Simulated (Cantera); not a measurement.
Charge: 1 mol SiH₂Cl₂, a varied amount of N₂, at 2073.15 K and 0.133 bar.

Equilibrium computed with Cantera from the NASA thermochemical tables; the gas is ideal and each condensed phase is pure. Candidate condensed phases: NH₄Cl, Si, Si₃N₄; 28 gas species. Gases not in the tables: Si₂H₆ and higher silanes. Rates play no part.

### Question
What share of the Si ends up in condensed phases as a function of n(N₂) (mol), at 3.3, 4.9, 7.3, 11, 16, 23, 34, 50, 74?

### Answer
```json
[
 {"n(N₂) (mol)": "3.3", "Si condensed (%)": "24.8", "as": "Si(l)"},
 {"n(N₂) (mol)": "4.9", "Si condensed (%)": "24.6", "as": "Si(l)"},
 {"n(N₂) (mol)": "7.3", "Si condensed (%)": "24.3", "as": "Si(l)"},
 {"n(N₂) (mol)": "11", "Si condensed (%)": "23.8", "as": "Si(l)"},
 {"n(N₂) (mol)": "16", "Si condensed (%)": "23.2", "as": "Si(l)"},
 {"n(N₂) (mol)": "23", "Si condensed (%)": "22.4", "as": "Si(l)"},
 {"n(N₂) (mol)": "34", "Si condensed (%)": "21.2", "as": "Si(l)"},
 {"n(N₂) (mol)": "50", "Si condensed (%)": "19.4", "as": "Si(l)"},
 {"n(N₂) (mol)": "74", "Si condensed (%)": "16.9", "as": "Si(l)"}
]
```
